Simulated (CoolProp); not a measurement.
Properties of acetone along the isotherm 276.85 °C (Tc = 235.0 °C, pc = 4692 kPa, ω = 0.307).

Model: reference Helmholtz-energy equation of state, Lemmon 2006, in CoolProp. It is a short technical equation, of lower accuracy than the large ones.

```tsv
p (kPa)	phase	Z	cp (kJ/(kg K))	isothermal compressibility (1/MPa)	expansivity (1/kK)	fugacity coefficient
440	gas	…	2.029	2.340	2.008	0.9722
880	gas	0.9428	2.071	1.207	2.225	0.9450
1320	gas	0.9134	2.119	0.8317	2.474	0.9182
1760	gas	0.8832	2.174	0.6467	2.763	0.8919
2200	gas	0.8523	2.237	0.5380	3.100	0.8661
2640	gas	0.8206	2.310	0.4679	3.499	0.8408
3080	gas	0.7879	2.397	0.4204	3.976	0.8158
3520	gas	0.7542	2.502	0.3876	4.555	0.7913
3960	gas	0.7192	2.628	0.3653	5.267	0.7672
4400	gas	0.6827	2.785	0.3511	6.160	0.7434
4840	supercritical	0.6447	2.983	0.3439	7.305	0.7200
5280	supercritical	0.6048	3.239	0.3435	8.808	0.6969
5720	supercritical	0.5626	…	…	10.83	0.6741
6160	supercritical	0.5179	4.044	0.3642	13.64	0.6515
6600	supercritical	0.4707	4.672	0.3844	17.48	0.6292
7040	supercritical	0.4224	5.411	0.3974	22.03	0.6071
```

Q: Complete the blanks.

A: 
- 440, Z: 0.9717
- 5720, cp (kJ/(kg K)): 3.580
- 5720, isothermal compressibility (1/MPa): 0.3501
